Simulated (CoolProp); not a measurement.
The fluoroketone C6F12O (FK-5-1-12) at 385.71 K and 0.304 MPa is throttled through a valve to 0.0319 MPa with no heat exchange. Each further row changes one setting.

Values from CoolProp's reference Helmholtz-energy equation of state, McLinden 2015.

| case | temperature change (K) | final density (kg/m³) |
|---|---|---|
| as stated | -3.7 | 3.21 |
| outlet pressure 0.00957 MPa | -4.0 | 0.956 |
| outlet pressure 0.0415 MPa | -3.6 | 4.18 |
